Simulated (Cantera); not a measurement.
Oxide etching and cleaning by halides: CaO + Cl2 + O2

Feed: 1 mol CaO, 18 mol Cl2, 0.49 mol O2, at 10.0 mbar.

Equilibrium computed with Cantera from the NASA thermochemical tables; the gas is ideal and each condensed phase is pure. Candidate condensed phases: Ca, CaCl2, CaO; 11 gas species. Condensed phases not in the tables: oxide chlorides. Kinetics and transport are ignored.

From 900 K to 1000 K the condensed part is CaCl2(s). From 1050 K to 1400 K the condensed part is CaCl2(l). From 1450 K to 1500 K nothing is condensed. The main Ca-bearing gas is CaCl2 throughout.

```json
[
 {"T (K)": "900", "x Cl2": "0.944", "x Cl": "0.000718", "x O2": "0.0550", "x CaCl2": "3.35e-8", "x ClO": "1.41e-6", "n CaCl2(s)": "1.000", "n CaCl2(l)": "0"},
 {"T (K)": "950", "x Cl2": "0.943", "x Cl": "0.00172", "x O2": "0.0550", "x CaCl2": "3.04e-7", "x ClO": "2.89e-6", "n CaCl2(s)": "1.000", "n CaCl2(l)": "0"},
 {"T (K)": "1000", "x Cl2": "0.941", "x Cl": "0.00377", "x O2": "0.0549", "x CaCl2": "2.20e-6", "x ClO": "5.49e-6", "n CaCl2(s)": "1.000", "n CaCl2(l)": "0"},
 {"T (K)": "1050", "x Cl2": "0.937", "x Cl": "0.00767", "x O2": "0.0548", "x CaCl2": "1.28e-5", "x ClO": "9.81e-6", "n CaCl2(s)": "0", "n CaCl2(l)": "1.000"},
 {"T (K)": "1100", "x Cl2": "0.931", "x Cl": "0.0146", "x O2": "0.0546", "x CaCl2": "5.55e-5", "x ClO": "1.66e-5", "n CaCl2(s)": "0", "n CaCl2(l)": "0.999"},
 {"T (K)": "1150", "x Cl2": "0.919", "x Cl": "0.0263", "x O2": "0.0543", "x CaCl2": "0.000209", "x ClO": "2.67e-5", "n CaCl2(s)": "0", "n CaCl2(l)": "0.996"},
 {"T (K)": "1200", "x Cl2": "0.901", "x Cl": "0.0449", "x O2": "0.0537", "x CaCl2": "0.000699", "x ClO": "4.09e-5", "n CaCl2(s)": "0", "n CaCl2(l)": "0.987"},
 {"T (K)": "1250", "x Cl2": "0.872", "x Cl": "0.0729", "x O2": "0.0529", "x CaCl2": "0.00210", "x ClO": "6.01e-5", "n CaCl2(s)": "0", "n CaCl2(l)": "0.961"},
 {"T (K)": "1300", "x Cl2": "0.830", "x Cl": "0.113", "x O2": "0.0516", "x CaCl2": "0.00578", "x ClO": "8.44e-5", "n CaCl2(s)": "0", "n CaCl2(l)": "0.889"},
 {"T (K)": "1350", "x Cl2": "0.769", "x Cl": "0.167", "x O2": "0.0496", "x CaCl2": "0.0146", "x ClO": "0.000113", "n CaCl2(s)": "0", "n CaCl2(l)": "0.708"},
 {"T (K)": "1400", "x Cl2": "0.684", "x Cl": "0.235", "x O2": "0.0466", "x CaCl2": "0.0344", "x ClO": "0.000143", "n CaCl2(s)": "0", "n CaCl2(l)": "0.271"},
 {"T (K)": "1450", "x Cl2": "0.594", "x Cl": "0.318", "x O2": "0.0438", "x CaCl2": "0.0443", "x ClO": "0.000175", "n CaCl2(s)": "0", "n CaCl2(l)": "0"},
 {"T (K)": "1500", "x Cl2": "0.503", "x Cl": "0.414", "x O2": "0.0412", "x CaCl2": "0.0418", "x ClO": "0.000207", "n CaCl2(s)": "0", "n CaCl2(l)": "0"}
]
```
x: gas mole fraction; n: condensed amount in mol.
